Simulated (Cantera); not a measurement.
**MgO + NF3 + N2 (oxide etching and cleaning by halides)**

Charge: 1 mol MgO, 2.2 mol NF3, a varied amount of N2, at 1175 K and 0.0623 Torr.

Cantera equilibrium calculation (NASA polynomials, part measured and part estimated; ideal gas, pure solids and liquids). Candidate condensed phases: Mg, MgF2, MgO; 24 gas species. The numbers say what is thermodynamically allowed, not how fast it happens.

| n(N2) (mol) | x N2 | x F | x O2 | x MgF2 | n MgF2(s) |
|---|---|---|---|---|---|
| 4.3 | 0.514 | 0.438 | 0.0476 | 0.000162 | 0.998 |
| 20 | 0.805 | 0.176 | 0.0191 | 0.000162 | 0.996 |
| 35 | 0.876 | 0.112 | 0.0121 | 0.000162 | 0.993 |
| 51 | 0.911 | 0.0804 | 0.00872 | 0.000162 | 0.991 |
| 66 | 0.929 | 0.0637 | 0.00691 | 0.000162 | 0.988 |
| 81 | 0.941 | 0.0527 | 0.00572 | 0.000162 | 0.986 |
| 97 | 0.950 | 0.0446 | 0.00483 | 0.000162 | 0.983 |
x: gas mole fraction; n: condensed amount in mol.

From 4.3 mol N2 to 97 mol N2 the condensed part is MgF2(s). The main Mg-bearing gas is MgF2 throughout. The share of Mg in condensed phases is highest at 4.3 mol N2 (99.8 %) and lowest at 97 mol N2 (98.3 %).
